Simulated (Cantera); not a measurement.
Input: 1 mol Ti, 31 mol H2, equilibrated at 1450 °C.

Equilibrium computed with Cantera from the NASA thermochemical tables; the gas is ideal and each condensed phase is pure. Candidate condensed phases: Ti; 3 gas species. Equilibrium is a limit: real reactors are often held back by kinetics, nucleation or transport.

log p: log10 of the partial pressure in bar; n: condensed amount in mol.

```csv
P (Pa),log p H2,log p H,log p Ti,n Ti(β)
10,-4.01,-5.74,-6.90,0.961
28,-3.56,-5.52,-6.90,0.986
77,…,…,-6.90,0.995
220,-2.66,-5.07,-6.90,0.998
600,-2.22,-4.85,-6.90,0.999
1700,-1.77,-4.62,-6.90,1.000
4600,-1.34,-4.41,-6.90,1.000
13000,…,…,-6.90,1.000
36000,-0.44,-3.96,-6.90,1.000
100000,0.00,-3.74,-6.90,1.000
```

Problem. Fill in the missing entries.

Solution. 
- 77, log p H2: -3.12
- 77, log p H: -5.30
- 13000, log p H2: -0.89
- 13000, log p H: -4.18
